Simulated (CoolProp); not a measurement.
Model: reference Helmholtz-energy equation of state, Thol 2017, in CoolProp.

**Question.** Give the vapour pressure (kPa), liquid density (kg/m³), enthalpy of vaporisation (kJ/kg), liquid cp (kJ/(kg K)) of saturated octamethyltrisiloxane (MDM) at 91.65, 115.55 °C.

**Answer.** 
| T (°C) | p (kPa) | liquid density (kg/m³) | enthalpy of vaporisation (kJ/kg) | liquid cp (kJ/(kg K)) |
|---|---|---|---|---|
| 91.65 | 14.6 | 746 | 178 | 1.95 |
| 115.55 | 34.3 | 719 | 169 | 2.01 |
